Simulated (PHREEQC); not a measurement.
1 kg of water holding 0.013 mol/kgw KCl, 0.013 mol/kgw NaCl and 0.012 mol/kgw LiCl is evaporated at 30 °C; the solids stay in contact with the brine. The system is closed to CO2. Only these solids could form: Halite, Sylvite.

Equilibrium calculation in PHREEQC: Pitzer model, pitzer.dat.

Problem. Predict ionic strength at water left (kg) = 0.6755, 0.03564, 0.01099, 0.006093.

Solution. 
| water left (kg) | ionic strength |
|---|---|
| 0.6755 | 0.0563 |
| 0.03564 | 1.07 |
| 0.01099 | 3.46 |
| 0.006093 | 6.17 |

Species that the database lacks are ignored.
